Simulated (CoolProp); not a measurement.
Vapour-liquid equilibrium of R113 (1) + n-hexane (2) at 0.333 MPa; x and y are mole fractions of (1).

Model: multi-fluid Helmholtz-energy mixture model, Marx 1992 and Thol 2019; pair parameters Bell 2016, in CoolProp.

| x | bubble temperature, mixture model (K) | bubble temperature, Raoult's law (K) | y, mixture model | y, Raoult's law |
|---|---|---|---|---|
| 0.05 | 383.0 | 383.8 | 0.094 | 0.084 |
| 0.125 | 380.0 | 381.7 | 0.216 | 0.199 |
| 0.2 | 377.4 | 379.6 | 0.320 | 0.304 |
| 0.275 | 375.1 | 377.6 | 0.410 | 0.400 |
| 0.35 | 373.0 | 375.7 | 0.490 | 0.487 |
| 0.425 | 371.2 | 373.9 | 0.561 | 0.567 |
| 0.5 | 369.6 | 372.1 | 0.626 | 0.640 |
| 0.575 | 368.1 | 370.4 | 0.687 | 0.707 |
| 0.65 | 366.8 | 368.8 | 0.744 | 0.769 |
| 0.725 | 365.6 | 367.3 | 0.800 | 0.826 |
| 0.8 | 364.5 | 365.8 | 0.854 | 0.878 |
| 0.875 | 363.5 | 364.3 | 0.908 | 0.927 |
| 0.95 | 362.6 | 362.9 | 0.963 | 0.972 |

The largest gap from Raoult's law is -2.7 K in bubble temperature, at x = 0.35. No azeotrope shows between x = 0.05 and 0.95.

Pair parameters are fitted to limited data, so mixtures are less certain than the pure fluids.
